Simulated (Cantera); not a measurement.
# Thermodynamics of silicon oxide and oxynitride deposition, feed SiH2Cl2 + O2 + N2

Input: 1 mol SiH2Cl2, 14 mol O2, 1.8 mol N2, held at 750 Torr.

These are equilibrium values from Cantera (NASA tables, ideal gas, pure condensed phases), not measurements of a reactor. Candidate condensed phases: H2O, NH4Cl, Si, SiO2, Si2N2O, Si3N4; 47 gas species. Rates play no part.

From 402 °C to 552 °C the condensed part is SiO2(α-quartz). From 602 °C to 802 °C the condensed part is SiO2(β-quartz).

| T (°C) | x O2 | x N2 | x HCl | x H2O | x Cl2 | x Cl | x NO | x HOCl | n SiO2(α-quartz) | n SiO2(β-quartz) |
|---|---|---|---|---|---|---|---|---|---|---|
| 402 | 0.768 | 0.110 | 0.0175 | 0.0523 | 0.0523 | 6.91e-8 | 1.12e-7 | 9.70e-7 | 1.00 | 0 |
| 452 | 0.768 | 0.110 | 0.0236 | 0.0492 | 0.0492 | 3.04e-7 | 3.45e-7 | 1.60e-6 | 1.00 | 0 |
| 502 | 0.769 | 0.110 | 0.0301 | 0.0458 | 0.0458 | 1.10e-6 | 9.18e-7 | 2.44e-6 | 1.00 | 0 |
| 552 | 0.769 | 0.109 | 0.0367 | 0.0424 | 0.0424 | 3.38e-6 | 2.17e-6 | 3.48e-6 | 1.00 | 0 |
| 602 | 0.769 | 0.109 | 0.0432 | 0.0391 | 0.0391 | 9.10e-6 | 4.64e-6 | 4.70e-6 | 0 | 1.00 |
| 652 | 0.770 | 0.109 | 0.0494 | 0.0359 | 0.0359 | 2.19e-5 | 9.14e-6 | 6.07e-6 | 0 | 1.00 |
| 702 | 0.770 | 0.109 | 0.0551 | 0.0329 | 0.0329 | 4.80e-5 | 1.68e-5 | 7.56e-6 | 0 | 1.00 |
| 752 | 0.770 | 0.109 | 0.0604 | 0.0302 | 0.0302 | 9.72e-5 | 2.91e-5 | 9.15e-6 | 0 | 1.00 |
| 802 | 0.771 | 0.109 | 0.0652 | 0.0278 | 0.0277 | 0.000184 | 4.79e-5 | 1.08e-5 | 0 | 1.00 |
x: gas mole fraction; n: condensed amount in mol.
